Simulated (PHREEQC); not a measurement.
Consider water at 25 °C with 0.69 mol KCl, 0.033 mol H3BO3 and 0.00054 mol H4SiO4 per kg of water. Closed to the air; pH follows from the charge balance.

All values are PHREEQC results (Pitzer model, pitzer.dat), not measurements.

Precipitation was switched off in this run.

Q: Predict the pH.

A: pH 5.29.

Complexes and solids missing from the database can't appear.
